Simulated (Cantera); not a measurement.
A perfectly stirred reactor is fed with NO : N₂ = 1 : 1.4 (molar parts), at 0.207 atm; it is held at 2100 K, and followed from long to short residence time.

Model: GRI-Mech 3.0 (53 species, 325 reactions), integrated in Cantera.

Question: What does this change do: N2 1.4 to 9 parts?

Answer: 
```csv
quantity,before,after
x(NO) at τ = 6.70 s,0.0590,0.0237
x(O) at τ = 6.70 s,0.00129,0.000598
x(NO₂) at τ = 6.70 s,3.65e-5,6.78e-6
x(O₂) at τ = 6.70 s,0.178,0.0378
x(N₂O) at τ = 6.70 s,1.49e-6,3.63e-7
x(NO) at τ = 0.250 s,0.335,0.0927
x(O) at τ = 0.250 s,0.000677,0.000226
x(NO₂) at τ = 0.250 s,0.000102,9.55e-6
x(O₂) at τ = 0.250 s,0.0402,0.00351
x(N₂O) at τ = 0.250 s,4.77e-5,4.10e-6
```
